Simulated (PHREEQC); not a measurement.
Consider water at 92 °C with 0.069 mol HF, 0.17 mol (CH3)4NF and 6.5e-05 mol H2SiF6 per kg of water. Closed to the air; pH follows from the charge balance.

Equilibrium calculation in PHREEQC: ion-association model, phreeqc.dat.

| quantity | before | after |
|---|---|---|
| pH | 4.10 | 6.63 |
| ionic strength (mol/kgw) | 0.170 | 0.239 |
| F- (mol/kgw) | 0.144 | 0.239 |
| HF (mol/kgw) | 0.0435 | 0.000200 |
| HF2- (mol/kgw) | 0.0255 | 0.000192 |

Task: What was changed between the two runs?
A. H2SiF6 left out
B. (CH3)4NF from 0.17 to 0.034 mol/kgw
C. 0.002 mol/kgw H4SiO4 added
D. HF replaced by KF at the same molality
E. temperature from 92 to 90 °C

Result: D, HF replaced by KF at the same molality

No solid was allowed to form. (CH3)4N+ isn't in the database: it is added as a free cation with an ion size of 4 Å. At this temperature some constants are extrapolated from 25 °C, and those without enthalpy data are left unchanged. SiF6-2 is the database's only silicon fluoride.
